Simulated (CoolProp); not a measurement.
Vapour-liquid equilibrium of m-xylene (1) + n-decane (2) at 85.6 kPa; x and y are mole fractions of (1).

Model: multi-fluid Helmholtz-energy mixture model, Zhou 2012 and Lemmon 2006; pair parameters Bell 2016, in CoolProp.

```csv
x,bubble temperature (K),y at the bubble point,dew temperature at overall composition x (K),liquid density (mol/L)
0.05,(withheld),0.114,439.5,4.390
0.2,430.7,0.380,435.7,4.716
0.35,(withheld),(withheld),431.5,5.071
0.5,(withheld),0.710,426.9,5.465
0.65,415.0,0.821,421.8,5.904
0.8,(withheld),0.909,415.9,6.401
0.95,407.2,0.980,(withheld),6.966
```

Task: What belongs in the gaps?

Result: 
- 0.05, bubble temperature (K): 437.9
- 0.35, bubble temperature (K): 424.7
- 0.35, y at the bubble point: 0.568
- 0.5, bubble temperature (K): 419.5
- 0.8, bubble temperature (K): 410.9
- 0.95, dew temperature at overall composition x (K): 408.8

No azeotrope shows between x = 0.05 and 0.95.

Pair parameters are fitted to limited data, so mixtures are less certain than the pure fluids.
